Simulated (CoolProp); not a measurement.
Vapour-liquid equilibrium of dimethyl carbonate (1) + n-octane (2) at 0.0342 MPa; x and y are mole fractions of (1).

Model: multi-fluid Helmholtz-energy mixture model, Zhou 2011 and Beckmüller 2019; pair parameters Bell 2016, in CoolProp.

```csv
x,bubble temperature (°C),y at the bubble point,dew temperature at overall composition x (°C),liquid density (mol/L)
0.05,79.7,0.352,89.3,5.852
0.125,70.1,0.581,87.1,6.151
0.2,64.8,0.680,84.8,6.438
0.275,61.9,0.730,82.4,6.730
0.35,60.3,0.758,79.8,7.035
0.425,59.4,0.774,76.9,7.362
0.5,58.9,0.785,73.8,7.717
0.575,58.6,0.792,70.3,8.106
0.65,58.4,0.799,66.5,8.537
0.725,58.2,0.809,62.2,9.015
0.8,58.0,0.826,58.4,9.549
0.875,58.1,0.858,58.1,10.14
0.95,58.5,0.922,58.8,10.81
```

y crosses x between x = 0.8 and 0.875: the model has an azeotrope there.

The pair parameters rest on a limited set of measurements; away from them the model extrapolates. With so large a gap from Raoult's law the liquid may split in two, which this calculation doesn't test in full.
